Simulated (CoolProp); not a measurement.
n-perfluorobutane along the isobar 6760 kPa: Z from the reference equation and from simpler models built on Tc = 386.3 K, pc = 2322 kPa, ω = 0.372; each cubic takes its own stable root.

Model: reference Helmholtz-energy equation of state, Gao 2022, in CoolProp.

| T (K) | phase | reference |
|---|---|---|
| 333.6 | liquid | 0.4100 |
| 341.3 | liquid | 0.4093 |
| 349.1 | liquid | 0.4093 |
| 356.9 | liquid | 0.4102 |
| 364.6 | liquid | 0.4120 |
| 372.4 | liquid | 0.4149 |
| 380.1 | liquid | 0.4190 |
| 387.9 | supercritical | 0.4246 |
| 395.7 | supercritical | 0.4318 |
| 403.4 | supercritical | 0.4409 |
| 411.2 | supercritical | 0.4523 |
| 419 | supercritical | 0.4664 |
| 426.7 | supercritical | 0.4832 |
| 434.5 | supercritical | 0.5033 |
| 442.2 | supercritical | 0.5260 |
| 450 | supercritical | 0.5514 |

Problem. How far does each simpler model (van der Waals, Redlich-Kwong, Soave-Redlich-Kwong, Peng-Robinson) lie from the reference over these 16 states: mean and median of the absolute difference, and the worst?

Solution. 
- van der Waals: mean 31.6 %, median 34.7 %, worst +46.7 % at 333.6 K and 6760 kPa
- Redlich-Kwong: mean 7.0 %, median 8.7 %, worst +9.5 % at 364.6 K and 6760 kPa
- Soave-Redlich-Kwong: mean 9.2 %, median 9.5 %, worst +12.1 % at 434.5 K and 6760 kPa
- Peng-Robinson: mean 3.3 %, median 3.4 %, worst -6.4 % at 333.6 K and 6760 kPa
